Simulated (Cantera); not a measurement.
Charge: 1 mol SiHCl₃, 36 mol N₂, 0.83 mol NH₃, equilibrated at 1525 K and 680 Pa.

Equilibrium computed with Cantera from the NASA thermochemical tables; the gas is ideal and each condensed phase is pure. Candidate condensed phases: NH₄Cl, Si, Si₃N₄; 28 gas species. The tables' values for SiCl₃ are old estimates; treat these amounts as uncertain. Rates play no part.

Base state: N₂ 0.918, HCl 0.0437, H₂ 0.0224, SiCl₂ 0.0148, SiCl₃ 0.000758, SiCl₄ 0.000115, Cl 6.71e-5, H 4.30e-5 (mole fractions); condensed: Si₃N₄(s).

What changes in the equilibrium state with this change: pressure from 680 Pa to 21000 Pa?


| species | before | after |
|---|---|---|
| N₂ | 0.918 | 0.920 |
| HCl | 0.0437 | 0.0569 |
| H₂ | 0.0224 | 0.0162 |
| SiCl₂ | 0.0148 | 0.00354 |
| SiCl₄ | 0.000115 | 0.00200 |
| SiHCl₃ | 6.69e-6 | 6.42e-5 |
| H | 4.30e-5 | 6.57e-6 |
| Cl | 6.71e-5 | 1.85e-5 |
| Si₃N₄(s), mol | 0.127 | 0.240 |

What changes in the equilibrium state with this change: N₂ from 36 to 8.2 mol?


```
species          before    after
-------------  --------  -------
N₂                0.918    0.723
HCl              0.0437    0.140
H₂               0.0224   0.0803
SiCl₂            0.0148   0.0503
SiHCl₃          6.69e-6  7.29e-5
SiCl₄          0.000115  0.00113
SiCl₃          0.000758  0.00437
H               4.30e-5  8.13e-5
Si₃N₄(s), mol     0.127    0.118
```
